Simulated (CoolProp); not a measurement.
Computed with CoolProp (reference Helmholtz-energy equation of state, Leachman 2009).

### Question
Give the vapour pressure (bar), liquid density (kg/m³), enthalpy of vaporisation (kJ/kg), surface tension (mN/m) of saturated normal hydrogen at 31.2 K.

### Answer
| T (K) | p (bar) | liquid density (kg/m³) | enthalpy of vaporisation (kJ/kg) | surface tension (mN/m) |
|---|---|---|---|---|
| 31.2 | 9.71 | 50.6 | 252 | 0.188 |

Surface tension comes from a separate correlation (Mulero 2012).
